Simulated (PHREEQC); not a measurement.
Consider water at 20 °C with 0.61 mol/kgw HF, 0.00089 mol/kgw CsF, 0.0091 mol/kgw (NH4)2SiF6 and 0.0003 mol/kgw H3PO4. Closed to the air; pH follows from the charge balance.

All values are PHREEQC results (ion-association model, wateq4f.dat), not measurements.

```tsv
quantity	before	after
pH	1.74	1.75
ionic strength (mol/kgw)	0.0493	0.0209
HF (mol/kgw)	0.234	0.235
H2F2 (mol/kgw)	0.172	0.173
F- (mol/kgw)	0.0117	0.0112
HF2- (mol/kgw)	0.0102	0.00969
```

### Question
What was changed between the two runs?
A. temperature from 20 to 15 °C
B. (NH4)2SiF6 from 0.0091 to 0.00819 mol/kgw
C. H3PO4 replaced by KH2PO4 at the same molality
D. (NH4)2SiF6 left out
E. temperature from 20 to 45 °C

### Answer
D, (NH4)2SiF6 left out

No solid was allowed to form. wateq4f.dat counts part of the HF as a dimer, H2F2, which phreeqc.dat doesn't know; its constant is uncertain. H3PO4, which wateq4f.dat lacks, is added to it with the constant of phreeqc.dat. SiF6-2 is the database's only silicon fluoride.
